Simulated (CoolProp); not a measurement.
Saturation properties of fluorine.

The numbers come from the reference Helmholtz-energy equation of state, de Reuck 1990 in CoolProp.

| T (K) | p (bar) | enthalpy of vaporisation (kJ/kg) | vapour Z | surface tension (mN/m) |
|---|---|---|---|---|
| 80.1 | 0.5539 | 178.8 | 0.9771 | 14.9 |
| 83.6 | 0.8568 | 175.7 | 0.9690 | 13.9 |
| 87.2 | 1.290 | 172.3 | 0.9590 | 12.9 |
| 90.7 | 1.856 | 168.8 | 0.9476 | 11.9 |
| 94.2 | 2.594 | 165.1 | 0.9345 | 11.0 |
| 97.8 | 3.563 | 161.0 | 0.9192 | 10.0 |
| 101.3 | 4.742 | 156.8 | 0.9025 | 9.12 |
| 104.8 | 6.187 | 152.2 | 0.8839 | 8.23 |
| 108.4 | 7.983 | 147.2 | 0.8626 | 7.33 |
| 111.9 | 10.06 | 141.9 | 0.8396 | 6.47 |
| 115.5 | 12.59 | 136.0 | 0.8133 | 5.61 |
| 119 | 15.45 | 129.6 | 0.7850 | 4.79 |
| 122.5 | 18.74 | 122.6 | 0.7534 | 4.00 |
| 126.1 | 22.63 | 114.5 | 0.7170 | 3.22 |

It boils at 85.0 K under 1 atm.

Surface tension comes from a separate correlation (Mulero 2012).
